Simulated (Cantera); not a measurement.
Input: 1 mol TiCl4, 4.5 mol CH4, at 1750 K and 12.0 mbar.

Cantera equilibrium calculation (NASA polynomials, part measured and part estimated; ideal gas, pure solids and liquids). Candidate condensed phases: C, C6H6, C7H8, C8H18, Ti, TiC, TiCl2, TiCl3, TiCl4; 96 gas species. The tables' values for TiCl2 are old estimates; treat these amounts as uncertain. TiC: taken at fixed stoichiometry. Rates play no part.

What is the equilibrium state?


- x(H2) = 0.638
- x(HCl) = 0.358
- x(H) = 0.00170
- x(TiCl3) = 0.00148
- x(Cl) = 0.000733
- x(TiCl2) = 0.000190
- x(C2H2 (acetylene)) = 7.33e-5
- x(TiCl4) = 5.44e-5
- x(CH4) = 4.46e-6
- n(C(graphite)) = 3.52 mol
- n(TiC(s)) = 0.981 mol
- gas amount = 11.00 mol
- log10 activity of Ti(β) (absent) = -4.84
- log10 activity of TiCl4(l) (absent) = -8.09
